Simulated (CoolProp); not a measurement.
Octamethyltrisiloxane (MDM) along the isotherm 382 K: Z from the reference equation and from simpler models built on Tc = 565.4 K, pc = 1438 kPa, ω = 0.528; each cubic takes its own stable root.

Model: reference Helmholtz-energy equation of state, Thol 2017, in CoolProp.

```json
[
 {"p (kPa)": "898", "phase": "liquid", "reference": "0.09169", "van der Waals": "0.1560", "Peng-Robinson": "0.08892"},
 {"p (kPa)": "1800", "phase": "liquid", "reference": "0.1832", "van der Waals": "0.3069", "Peng-Robinson": "0.1774"},
 {"p (kPa)": "2700", "phase": "liquid", "reference": "0.2739", "van der Waals": "0.4533", "Peng-Robinson": "0.2649"},
 {"p (kPa)": "3590", "phase": "liquid", "reference": "0.3630", "van der Waals": "0.5950", "Peng-Robinson": "0.3507"},
 {"p (kPa)": "4490", "phase": "liquid", "reference": "0.4526", "van der Waals": "0.7358", "Peng-Robinson": "0.4368"},
 {"p (kPa)": "5390", "phase": "liquid", "reference": "0.5418", "van der Waals": "0.8744", "Peng-Robinson": "0.5224"},
 {"p (kPa)": "6290", "phase": "liquid", "reference": "0.6304", "van der Waals": "1.011", "Peng-Robinson": "0.6074"},
 {"p (kPa)": "7190", "phase": "liquid", "reference": "0.7187", "van der Waals": "1.147", "Peng-Robinson": "0.6919"},
 {"p (kPa)": "8090", "phase": "liquid", "reference": "0.8065", "van der Waals": "1.281", "Peng-Robinson": "0.7760"},
 {"p (kPa)": "8980", "phase": "liquid", "reference": "0.8929", "van der Waals": "1.413", "Peng-Robinson": "0.8587"},
 {"p (kPa)": "9880", "phase": "liquid", "reference": "0.9799", "van der Waals": "1.545", "Peng-Robinson": "0.9419"},
 {"p (kPa)": "10800", "phase": "liquid", "reference": "1.068", "van der Waals": "1.679", "Peng-Robinson": "1.027"},
 {"p (kPa)": "11700", "phase": "liquid", "reference": "1.155", "van der Waals": "1.809", "Peng-Robinson": "1.109"},
 {"p (kPa)": "12600", "phase": "liquid", "reference": "1.241", "van der Waals": "1.938", "Peng-Robinson": "1.191"},
 {"p (kPa)": "13500", "phase": "liquid", "reference": "1.326", "van der Waals": "2.067", "Peng-Robinson": "1.273"},
 {"p (kPa)": "14400", "phase": "liquid", "reference": "1.411", "van der Waals": "2.196", "Peng-Robinson": "1.355"}
]
```
